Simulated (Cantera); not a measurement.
What does this Cantera script print?

```python
import numpy as np
import cantera as ct

gas = ct.Solution("gri30.yaml")
gas.TPX = 475, 400000, {'CH4': 1, 'H2': 0.13, 'O2': 4.3, 'N2': 16.2, 'H2O': 1.3}
inlet = ct.Reservoir(gas, clone=True)
gas.equilibrate("HP")  # start burning
reactor = ct.IdealGasConstPressureReactor(gas, energy="on", clone=False)
exhaust = ct.Reservoir(gas, clone=True)
tau = [0.13, 0.06, 0.026, 0.012, 0.0051, 0.0023, 0.00099, 0.00044, 0.00019, 8.5e-05, 3.8e-05, 1.7e-05][0]
for a, b in ((inlet, reactor), (reactor, exhaust)):
    ct.MassFlowController(a, b, mdot=lambda t: reactor.mass / tau)
net = ct.ReactorNet([reactor])
show = ['CH4', 'H2', 'O2', 'C2H2', 'CH2', 'CO']

rows = []
print(f"{'tau/s':>10s}{'T/K':>9s}" + "".join(f"{s:>11s}" for s in show))
for tau in [0.13, 0.06, 0.026, 0.012, 0.0051, 0.0023, 0.00099, 0.00044, 0.00019, 8.5e-05, 3.8e-05, 1.7e-05]:
    net.initial_time = 0.0
    net.advance(30 * tau)
    before = gas.X
    net.advance(40 * tau)
    drift = np.max(np.abs(gas.X - before) / (gas.X + 1e-9))
    rows.append([gas.T, *gas[show].X, drift])
    print(f"{tau:10.3e}{gas.T:9.1f}" + "".join(f"{x:11.3e}" for x in gas[show].X))
```

Result:

```
     tau/s      T/K        CH4         H2         O2       C2H2        CH2         CO
 1.300e-01   1516.4  1.911e-05  1.355e-05  9.783e-02  2.239e-08  5.207e-09  1.662e-04
 6.000e-02   1514.8  3.352e-05  2.400e-05  9.792e-02  4.820e-08  1.096e-08  3.021e-04
 2.600e-02   1511.6  6.267e-05  4.569e-05  9.811e-02  1.045e-07  2.391e-08  5.855e-04
 1.200e-02   1505.8  1.160e-04  8.604e-05  9.848e-02  2.066e-07  4.744e-08  1.112e-03
 5.100e-03   1491.2  2.560e-04  1.910e-04  9.945e-02  4.494e-07  9.333e-08  2.468e-03
 2.300e-03    475.0  4.361e-02  5.669e-03  1.875e-01 -3.251e-19  3.213e-35 -1.504e-15
 9.900e-04    475.0  4.361e-02  5.669e-03  1.875e-01  4.877e-21  3.330e-35  2.256e-17
 4.400e-04    475.0  4.361e-02  5.669e-03  1.875e-01  2.799e-23 -2.662e-37  1.295e-19
 1.900e-04    475.0  4.361e-02  5.669e-03  1.875e-01  1.768e-24 -3.282e-38  8.181e-21
 8.500e-05    475.0  4.361e-02  5.669e-03  1.875e-01  1.117e-25  3.914e-39  5.168e-22
 3.800e-05    475.0  4.361e-02  5.669e-03  1.875e-01  7.054e-27  1.041e-39  3.264e-23
 1.700e-05    475.0  4.361e-02  5.669e-03  1.875e-01  4.456e-28 -1.249e-40  2.062e-24
```

Detailed kinetics in Cantera: GRI-Mech 3.0 (53 species, 325 reactions).
